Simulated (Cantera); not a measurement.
## Abatement and gas-phase synthesis: HF + H₂O + O₂

A closed system holds: 1 mol HF, 1.8 mol H₂O, 1 mol O₂, equilibrated at 1.00 bar.

These are equilibrium values from Cantera (NASA tables, ideal gas, pure condensed phases), not measurements of a reactor. Candidate condensed phases: H₂O; 37 gas species. Ions and electrons are included (thermal ionisation). The numbers say what is thermodynamically allowed, not how fast it happens.

From 2227 °C to 4727 °C nothing is condensed.

| T (°C) | log p H | log p H₂O | log p O | log p HF | log p O₂ | log p OH | log p F | log p H₂ |
|---|---|---|---|---|---|---|---|---|
| 2227 | -2.74 | -0.35 | -2.14 | -0.59 | -0.60 | -1.50 | -3.73 | -2.28 |
| 2477 | -2.08 | -0.39 | -1.67 | -0.60 | -0.63 | -1.22 | -3.27 | -1.83 |
| 2727 | -1.54 | -0.47 | -1.28 | -0.62 | -0.67 | -1.01 | -2.89 | -1.49 |
| 2977 | -1.12 | -0.62 | -0.98 | -0.67 | -0.75 | -0.89 | -2.56 | -1.26 |
| 3227 | -0.81 | -0.88 | -0.74 | -0.73 | -0.87 | -0.86 | -2.25 | -1.17 |
| 3477 | -0.60 | -1.26 | -0.57 | -0.82 | -1.04 | -0.94 | -1.95 | -1.21 |
| 3727 | -0.48 | -1.76 | -0.47 | -0.92 | -1.29 | -1.11 | -1.65 | -1.37 |
| 3977 | -0.41 | -2.31 | -0.42 | -1.06 | -1.58 | -1.33 | -1.40 | -1.58 |
| 4227 | -0.37 | -2.88 | -0.40 | -1.24 | -1.89 | -1.58 | -1.21 | -1.81 |
| 4477 | -0.34 | -3.42 | -0.40 | -1.47 | -2.20 | -1.83 | -1.10 | -2.05 |
| 4727 | -0.33 | -3.92 | -0.39 | -1.73 | -2.48 | -2.07 | -1.04 | -2.27 |
log p: log10 of the partial pressure in bar; nothing condenses.
